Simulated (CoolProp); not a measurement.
Aqueous potassium acetate as a coolant, 19 % by mass, freezing at -10.4 °C, 1 atm.

Values from CoolProp's Melinder's fits for secondary coolants.

```json
[
 {"T (°C)": "-6.8", "Prandtl number": "25.9", "cp (kJ/(kg K))": "3.502", "viscosity (mPa s)": "3.67", "conductivity (W/(m K))": "0.496"},
 {"T (°C)": "-3", "Prandtl number": "22.2", "cp (kJ/(kg K))": "3.508", "viscosity (mPa s)": "3.18", "conductivity (W/(m K))": "0.502"},
 {"T (°C)": "0.8", "Prandtl number": "19.3", "cp (kJ/(kg K))": "3.514", "viscosity (mPa s)": "2.79", "conductivity (W/(m K))": "0.507"},
 {"T (°C)": "4.6", "Prandtl number": "16.9", "cp (kJ/(kg K))": "3.520", "viscosity (mPa s)": "2.46", "conductivity (W/(m K))": "0.513"},
 {"T (°C)": "8.4", "Prandtl number": "___", "cp (kJ/(kg K))": "___", "viscosity (mPa s)": "2.20", "conductivity (W/(m K))": "0.518"},
 {"T (°C)": "12.2", "Prandtl number": "13.3", "cp (kJ/(kg K))": "3.531", "viscosity (mPa s)": "1.97", "conductivity (W/(m K))": "0.524"},
 {"T (°C)": "15.9", "Prandtl number": "12.0", "cp (kJ/(kg K))": "3.537", "viscosity (mPa s)": "1.79", "conductivity (W/(m K))": "0.529"},
 {"T (°C)": "19.7", "Prandtl number": "10.8", "cp (kJ/(kg K))": "___", "viscosity (mPa s)": "1.63", "conductivity (W/(m K))": "0.534"},
 {"T (°C)": "23.5", "Prandtl number": "9.81", "cp (kJ/(kg K))": "3.548", "viscosity (mPa s)": "1.49", "conductivity (W/(m K))": "0.540"},
 {"T (°C)": "27.3", "Prandtl number": "8.95", "cp (kJ/(kg K))": "3.553", "viscosity (mPa s)": "1.37", "conductivity (W/(m K))": "0.545"},
 {"T (°C)": "31.1", "Prandtl number": "8.20", "cp (kJ/(kg K))": "3.558", "viscosity (mPa s)": "1.27", "conductivity (W/(m K))": "0.550"},
 {"T (°C)": "34.9", "Prandtl number": "7.54", "cp (kJ/(kg K))": "3.563", "viscosity (mPa s)": "1.18", "conductivity (W/(m K))": "0.556"},
 {"T (°C)": "38.7", "Prandtl number": "6.96", "cp (kJ/(kg K))": "3.568", "viscosity (mPa s)": "1.09", "conductivity (W/(m K))": "0.561"}
]
```

### Question
What belongs in the gaps?

### Answer

- 8.4, Prandtl number: 14.9
- 8.4, cp (kJ/(kg K)): 3.526
- 19.7, cp (kJ/(kg K)): 3.542
